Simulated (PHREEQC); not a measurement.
A made-up water analysis in mg/kgw, 20 °C, pH 1.93, pe 9.9:

```
constituent  mg/kgw
-----------  ------
Na             14.1
K              56.1
Ca             11.1
Mg             31.7
Cl              9.8
S(6) as SO4    1440
Mn(2)           1.3
Fe(3)          38.2
Zn            0.324
```

Na is adjusted to close the charge balance.
Valence states are taken as typed.

Model: ion-association model, phreeqc.dat, run in PHREEQC.

Precipitation was switched off in this run.

Q: What ionic strength, specific conductance does the model give?

A: ionic strength 0.0321 mol/kgw; specific conductance 5260 µS/cm.

Q: In which forms is K present?

A: K+ 97 %, KSO4- 2.7 % of the K.

The solution is supersaturated, for example in Hematite (slow to form), Goethite (slow to form), so a real one may precipitate; this is no full list. Species that the database lacks are ignored.
